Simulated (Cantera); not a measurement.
Feed: 1 mol H₂O, 0.1 mol H₂, 0.99 mol SO₂, held at 2875 K and 4050 Torr.

These are equilibrium values from Cantera (NASA tables, ideal gas, pure condensed phases), not measurements of a reactor. Candidate condensed phases: H₂O, H₂SO₄, S; 19 gas species. The numbers say what is thermodynamically allowed, not how fast it happens.

Base state: H₂O 0.443, SO₂ 0.403, SO 0.0480, H₂ 0.0413, OH 0.0298, O₂ 0.0178, H 0.00926, O 0.00416 (mole fractions); condensed: gas only.

Problem. What changes in the equilibrium state with this change: H₂ from 0.1 to 0.034 mol?

Solution. 
```json
[
 {"species": "H₂O", "before": "0.443", "after": "0.431"},
 {"species": "SO₂", "before": "0.403", "after": "0.420"},
 {"species": "SO", "before": "0.0480", "after": "0.0427"},
 {"species": "H₂", "before": "0.0413", "after": "0.0343"},
 {"species": "O₂", "before": "0.0178", "after": "0.0244"},
 {"species": "OH", "before": "0.0298", "after": "0.0318"},
 {"species": "S₂", "before": "0.000280", "after": "0.000161"},
 {"species": "H₂S", "before": "0.000182", "after": "0.000114"}
]
```
